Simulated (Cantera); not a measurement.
**B + HCl + O2 (chemical vapour transport)**

Charge: 1 mol B, 0.12 mol HCl, 1.2 mol O2, held at 63.0 mbar.

Cantera equilibrium calculation (NASA polynomials, part measured and part estimated; ideal gas, pure solids and liquids). Candidate condensed phases: B, B2O3, B3O3H3, H2O; 33 gas species. The tables' values for BOCl are old estimates; treat these amounts as uncertain. Gases not in the tables: H3BO3. Equilibrium is a limit: real reactors are often held back by kinetics, nucleation or transport.

From 1152 °C to 1377 °C the condensed part is B2O3(l). The share of B in condensed phases is highest at 1152 °C (99.6 %) and lowest at 1377 °C (97.1 %).

```json
[
 {"T (°C)": "1152", "x O2": "0.778", "x HCl": "0.167", "x Cl": "0.0159", "x HBO2": "0.00648", "x H2O": "0.0183", "x Cl2": "0.0136", "n B2O3(l)": "0.498"},
 {"T (°C)": "1177", "x O2": "0.776", "x HCl": "0.166", "x Cl": "0.0185", "x HBO2": "0.00815", "x H2O": "0.0178", "x Cl2": "0.0126", "n B2O3(l)": "0.498"},
 {"T (°C)": "1202", "x O2": "0.774", "x HCl": "0.165", "x Cl": "0.0212", "x HBO2": "0.0101", "x H2O": "0.0173", "x Cl2": "0.0117", "n B2O3(l)": "0.497"},
 {"T (°C)": "1227", "x O2": "0.772", "x HCl": "0.163", "x Cl": "0.0243", "x HBO2": "0.0125", "x H2O": "0.0168", "x Cl2": "0.0109", "n B2O3(l)": "0.496"},
 {"T (°C)": "1252", "x O2": "0.769", "x HCl": "0.160", "x Cl": "0.0275", "x HBO2": "0.0153", "x H2O": "0.0162", "x Cl2": "0.0101", "n B2O3(l)": "0.495"},
 {"T (°C)": "1277", "x O2": "0.766", "x HCl": "0.158", "x Cl": "0.0311", "x HBO2": "0.0185", "x H2O": "0.0157", "x Cl2": "0.00930", "n B2O3(l)": "0.494"},
 {"T (°C)": "1302", "x O2": "0.762", "x HCl": "0.154", "x Cl": "0.0349", "x HBO2": "0.0223", "x H2O": "0.0151", "x Cl2": "0.00860", "n B2O3(l)": "0.493"},
 {"T (°C)": "1327", "x O2": "0.758", "x HCl": "0.150", "x Cl": "0.0390", "x HBO2": "0.0265", "x H2O": "0.0144", "x Cl2": "0.00795", "n B2O3(l)": "0.491"},
 {"T (°C)": "1352", "x O2": "0.753", "x HCl": "0.146", "x Cl": "0.0434", "x HBO2": "0.0312", "x H2O": "0.0137", "x Cl2": "0.00734", "n B2O3(l)": "0.488"},
 {"T (°C)": "1377", "x O2": "0.747", "x HCl": "0.141", "x Cl": "0.0480", "x HBO2": "0.0364", "x H2O": "0.0129", "x Cl2": "0.00677", "n B2O3(l)": "0.486"}
]
```
x: gas mole fraction; n: condensed amount in mol.
